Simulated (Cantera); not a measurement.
Input (Python, Cantera):

```python
import numpy as np
import cantera as ct

gas = ct.Solution("gri30.yaml")
gas.TPX = 525, 100000, {'CH4': 1, 'CO': 0.5, 'O2': 1.25, 'N2': 7.25, 'H2O': 1.5}
inlet = ct.Reservoir(gas, clone=True)
gas.equilibrate("HP")  # start burning
reactor = ct.IdealGasConstPressureReactor(gas, energy="on", clone=False)
exhaust = ct.Reservoir(gas, clone=True)
tau = [0.14, 0.048, 0.016, 0.0054, 0.0018, 0.0006, 0.0002, 6.8e-05, 2.3e-05][0]
for a, b in ((inlet, reactor), (reactor, exhaust)):
    ct.MassFlowController(a, b, mdot=lambda t: reactor.mass / tau)
net = ct.ReactorNet([reactor])
show = ['CH4', 'CO', 'O2', 'C2H6', 'H', 'HO2']

rows = []
print(f"{'tau/s':>10s}{'T/K':>9s}" + "".join(f"{s:>11s}" for s in show))
for tau in [0.14, 0.048, 0.016, 0.0054, 0.0018, 0.0006, 0.0002, 6.8e-05, 2.3e-05]:
    net.initial_time = 0.0
    net.advance(30 * tau)
    before = gas.X
    net.advance(40 * tau)
    drift = np.max(np.abs(gas.X - before) / (gas.X + 1e-9))
    rows.append([gas.T, *gas[show].X, drift])
    print(f"{tau:10.3e}{gas.T:9.1f}" + "".join(f"{x:11.3e}" for x in gas[show].X))
```

It prints:

```
     tau/s      T/K        CH4         CO         O2       C2H6          H        HO2
 1.400e-01   1529.3  1.129e-02  5.536e-02  3.170e-03  7.834e-05  3.052e-05  7.098e-07
 4.800e-02   1479.3  1.273e-02  6.443e-02  7.395e-03  1.957e-04  3.629e-05  2.270e-06
 1.600e-02    525.0  8.696e-02  4.348e-02  1.087e-01 -1.153e-16  7.130e-22  1.460e-17
 5.400e-03    525.0  8.696e-02  4.348e-02  1.087e-01 -8.036e-18  6.998e-22  5.732e-18
 1.800e-03    525.0  8.696e-02  4.348e-02  1.087e-01 -1.557e-20  6.655e-22  1.620e-18
 6.000e-04    525.0  8.696e-02  4.348e-02  1.087e-01 -6.407e-22  5.814e-22  5.208e-19
 2.000e-04    525.0  8.696e-02  4.348e-02  1.087e-01 -3.778e-23  4.224e-22  1.416e-19
 6.800e-05    525.0  8.696e-02  4.348e-02  1.087e-01 -2.386e-24  2.342e-22  3.136e-20
 2.300e-05    525.0  8.696e-02  4.348e-02  1.087e-01 -1.507e-25  9.623e-23  5.820e-21
```

Detailed kinetics in Cantera: GRI-Mech 3.0 (53 species, 325 reactions).
